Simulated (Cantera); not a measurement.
Charge: 1 mol SO2, 4.1 mol H2O, 0.93 mol O2, equilibrated at 2625 K and 20.0 bar.

Method: chemical equilibrium by Gibbs-energy minimisation in Cantera with the NASA 1993 tables (ideal gas, pure condensed phases). The numbers say what is thermodynamically allowed, not how fast it happens.

| species | before | after |
|---|---|---|
| H2O | 0.657 | 0.764 |
| SO2 | 0.163 | 0.188 |
| H2 | 0.00404 | 0.0167 |
| O2 | 0.148 | 0.0118 |
| OH | 0.0233 | 0.0133 |
| H2S | 2.93e-7 | 1.75e-5 |
| SH | 1.30e-6 | 3.84e-5 |
| S | 1.62e-6 | 2.35e-5 |
| HO2 | 8.16e-5 | 1.32e-5 |
| SO | 0.00105 | 0.00430 |
| O | 0.00224 | 0.000632 |
Gas species are given as mole fractions.

### Question
Name the change that produced these shifts.
A) O2 from 0.93 to 0.024 mol
B) pressure from 20.0 bar to 12.0 mbar
C) temperature from 2625 K to 1848.15 K
D) temperature from 2625 K to 725 K

### Answer
A, O2 from 0.93 to 0.024 mol
